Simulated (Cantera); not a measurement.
**Equilibrium for silicon epitaxy and polysilicon growth: Si2Cl6 + N2**

Input: 1 mol Si2Cl6, a varied amount of N2, at 0.0133 bar.

Cantera equilibrium calculation (NASA polynomials, part measured and part estimated; ideal gas, pure solids and liquids). Candidate condensed phases: Si, Si3N4; 13 gas species. The feed counts by its element totals alone. N2 is the only nitrogen source here; it is nearly inert below about 1500 K, so the nitride shown seldom forms there in practice. The tables' values for SiCl3 are old estimates. Equilibrium is a limit: real reactors are often held back by kinetics, nucleation or transport.

### Question
Map the stable condensed phases over T = 923, 973, 1023, 1073, 1123, 1173, 1223, 1273, 1323, 1373, 1423, 1473, 1523 K and n(N2) in mol = 3.6, 6.3, 11, 20, 35, 62, 110, 190.

### Answer
```
T in K \ n(N2) in mol
         3.6 6.3  11  20  35  62 110 190
   1523    A   A   A   A   A   A   A   A
   1473    A   A   A   A   A   A   A   A
   1423    B   B   B   B   A   A   A   A
   1373    B   B   B   B   B   B   B   A
   1323    B   B   B   B   B   B   B   B
   1273    B   B   B   B   B   B   B   B
   1223    B   B   B   B   B   B   B   B
   1173    B   B   B   B   B   B   B   B
   1123    B   B   B   B   B   B   B   B
   1073    B   B   B   B   B   B   B   B
   1023    B   B   B   B   B   B   B   B
    973    B   B   B   B   B   B   B   B
    923    B   B   B   B   B   B   B   B
```
A: gas only; B: Si3N4.
